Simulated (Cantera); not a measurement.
# Thermodynamics of carbothermic reduction, feed TiO2 + CH4 + H2

Input: 1 mol TiO2, 0.77 mol CH4, 0.2 mol H2, held at 0.100 bar.

Equilibrium computed with Cantera from the NASA thermochemical tables; the gas is ideal and each condensed phase is pure. Candidate condensed phases: C, C6H6, C7H8, C8H18, H2O, Ti, TiC, TiO, TiO2, Ti2O3, Ti3O5, Ti4O7; 113 gas species. Mutual solubility and eutectic melting of coexisting phases are not modelled. TiC, TiO: taken at fixed stoichiometry. Condensed phases not in the tables: Magnéli phases beyond Ti4O7, solid solutions among these carbides, nitrides and lower oxides. Kinetics and transport are ignored.

At 1050 K the condensed part is C(graphite) + TiO2(rutile) + Ti4O7(s). At 1150 K the condensed part is C(graphite) + Ti4O7(s). At 1250 K the condensed part is C(graphite) + Ti3O5(s). At 1350 K the condensed part is C(graphite) + TiC(s) + Ti3O5(s). From 1450 K to 1950 K the condensed part is TiC(s) + Ti2O3(s). At 2050 K the condensed part is TiO(l) + Ti2O3(s).

| T (K) | x H2 | x CO | x H | x CH4 | n C(graphite) | n TiO2(rutile) | n Ti4O7(s) | n Ti3O5(s) | n TiC(s) | n Ti2O3(s) | n TiO(l) |
|---|---|---|---|---|---|---|---|---|---|---|---|
| 1050 | 0.986 | 0.00871 | 2.55e-8 | 0.00556 | 0.745 | 0.938 | 0.0155 | 0 | 0 | 0 | 0 |
| 1150 | 0.872 | 0.125 | 2.20e-7 | 0.00178 | 0.518 | 0 | 0.250 | 0 | 0 | 0 | 0 |
| 1250 | 0.838 | 0.161 | 1.40e-6 | 0.000773 | 0.436 | 0 | 0 | 0.333 | 0 | 0 | 0 |
| 1350 | 0.742 | 0.257 | 6.49e-6 | 0.000318 | 0.00505 | 0 | 0 | 0.279 | 0.162 | 0 | 0 |
| 1450 | 0.724 | 0.276 | 2.55e-5 | 6.86e-5 | 0 | 0 | 0 | 0 | 0.108 | 0.446 | 0 |
| 1550 | 0.724 | 0.276 | 8.48e-5 | 1.85e-5 | 0 | 0 | 0 | 0 | 0.108 | 0.446 | 0 |
| 1650 | 0.724 | 0.276 | 0.000244 | 5.90e-6 | 0 | 0 | 0 | 0 | 0.108 | 0.446 | 0 |
| 1750 | 0.724 | 0.275 | 0.000626 | 2.15e-6 | 0 | 0 | 0 | 0 | 0.108 | 0.446 | 0 |
| 1850 | 0.723 | 0.275 | 0.00145 | 8.78e-7 | 0 | 0 | 0 | 0 | 0.108 | 0.446 | 0 |
| 1950 | 0.722 | 0.275 | 0.00308 | 3.95e-7 | 0 | 0 | 0 | 0 | 0.108 | 0.446 | 0 |
| 2050 | 0.688 | 0.306 | 0.00595 | 1.22e-7 | 0 | 0 | 0 | 0 | 0 | 0.229 | 0.542 |
x: gas mole fraction; n: condensed amount in mol.
